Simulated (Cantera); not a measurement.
**Ignition delay**

Mixture: CH₄ : O₂ : N₂ = 1 : 2 : 7.52 (molar parts), at 3750 Torr, adiabatic and at constant pressure. Ignition delay is the time to a rise of 400 K.

Cantera simulation using GRI-Mech 3.0 (53 species, 325 reactions); the numbers are that mechanism's predictions, not measurements.

| T0 (K) | delay (ms) |
|---|---|
| 1225 | 7.27 |
| 1275 | 3.93 |
| 1325 | 2.18 |
| 1375 | 1.24 |
| 1425 | 0.723 |
| 1475 | 0.432 |

The apparent activation energy between 1375 and 1475 K is 180 kJ/mol.
